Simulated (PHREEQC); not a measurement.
**Silver or lead bath: an equilibrium model**

Consider water at 25 °C and 50 atm with 0.4 mmol/kgw PbCl2. Closed to the air; pH follows from the charge balance.

Computed with PHREEQC (ion-association model, phreeqc.dat).

```yaml
pH: 5.59
ionic_strength: 0.00118 mol/kgw
specific_conductance: 111 µS/cm
```

```csv
species,molality,activity,log γ
Cl-,0.000790,0.000760,-0.017
Pb+2,0.000387,0.000332,-0.067
PbCl+,1.03e-5,9.93e-6,-0.017
H+,2.66e-6,2.57e-6,-0.016
PbOH+,2.63e-6,2.53e-6,-0.017
Pb2OH+3,2.58e-8,1.83e-8,-0.150
PbCl2,1.17e-8,1.18e-8,0.000
OH-,4.28e-9,4.12e-9,-0.017
```

Precipitation was switched off in this run. Complexes and solids missing from the database can't appear. Under pressure, the constants of complexes without a molar volume in the database are unreliable.
